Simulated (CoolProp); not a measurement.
A Linde-Hampson liquefier for normal hydrogen: isothermal reversible compression at 230 K from 1 atm to 25 MPa, throttling to 1 atm, return gas leaving the recuperator 5 K below the feed. Each further row changes one setting.

The numbers come from the reference Helmholtz-energy equation of state, Leachman 2009 in CoolProp.

```json
[
 {"case": "as stated", "compression work (kJ/kg of gas)": "5390"},
 {"case": "high pressure 50 MPa", "compression work (kJ/kg of gas)": "6240"},
 {"case": "warm-end temperature 260 K", "compression work (kJ/kg of gas)": "6080"},
 {"case": "warm-end gap 10 K", "compression work (kJ/kg of gas)": "5390"}
]
```
